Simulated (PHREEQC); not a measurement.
Consider water at 20 °C with 0.0025 mol FeSO4, 0.096 mol NiCl2 and 0.0075 mol HCl per kg of water. Closed to the air; pH follows from the charge balance.

Model: ion-association model, wateq4f.dat, run in PHREEQC.

```json
[
 {"quantity": "pH", "before": "2.24", "after": "1.24"},
 {"quantity": "ionic strength (mol/kgw)", "before": "0.269", "after": "0.327"},
 {"quantity": "Cl- (mol/kgw)", "before": "0.182", "after": "0.244"},
 {"quantity": "NiCl+ (mol/kgw)", "before": "0.0103", "after": "0.0127"},
 {"quantity": "NiCl2 (mol/kgw)", "before": "0.00328", "after": "0.00517"},
 {"quantity": "NiSO4 (mol/kgw)", "before": "0.00120", "after": "0.000634"},
 {"quantity": "SI of Morenosite (NiSO4:7H2O)", "before": "-2.78", "after": "-3.06"},
 {"quantity": "SI of Ni(OH)2 (Ni(OH)2)", "before": "-7.56", "after": "-9.59"}
]
```

### Question
What was changed between the two runs?
(A) FeSO4 replaced by MgSO4 at the same molality
(B) FeSO4 replaced by Cs2SO4 at the same molality
(C) FeSO4 from 0.0025 to 0.00375 mol/kgw
(D) HCl from 0.0075 to 0.075 mol/kgw
(E) HCl left out

### Answer
D, HCl from 0.0075 to 0.075 mol/kgw

No solid was allowed to form.
